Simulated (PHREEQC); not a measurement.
AlCl3 is added in steps, without added water, to 1 kg of water holding 120 mmol/kgw ZnSO4, 0.39 mmol/kgw Na2SO4 and 0.46 mmol/kgw MnSO4, at 20 °C. No oxygen is let in. The system is closed to CO2. Solids allowed: Gibbsite, Pyrochroite, Zn(OH)2-e, Zn4(OH)6SO4, Zn5(OH)8Cl2, Basaluminite, Halite, Mirabilite, Goslarite. Others were left out.

Base run: PHREEQC, ion-association model, wateq4f.dat. Each further column changes one thing. The table gives pH.

```csv
AlCl3 added (mol),base,ZnSO4 replaced by Zn(NO3)2 at the same molality,Na2SO4 replaced by H2SO4 at the same molality,diluted 2-fold with water,no solid may form
0,5.58,5.29,3.54,5.65,5.58
0.021,3.86,3.68,3.48,3.78,4.21
0.039,3.73,3.55,3.43,3.65,4.01
0.06,3.64,3.46,3.38,3.56,3.86
0.081,3.57,3.39,3.34,3.50,3.74
0.099,3.53,3.35,3.30,3.47,3.66
0.12,3.48,3.31,3.26,3.44,3.58
```

 The ionic strength passes 0.7 mol/kgw, the rough limit of the ion-association models, in part of: ZnSO4 replaced by Zn(NO3)2 at the same molality. In at least one series the solution becomes supersaturated in solids that the run did not let form, among them Gibbsite, Basaluminite. Solids allowed in the column 'Na2SO4 replaced by H2SO4 at the same molality': Gibbsite, Pyrochroite, Zn(OH)2-e, Zn4(OH)6SO4, Zn5(OH)8Cl2, Basaluminite, Goslarite.
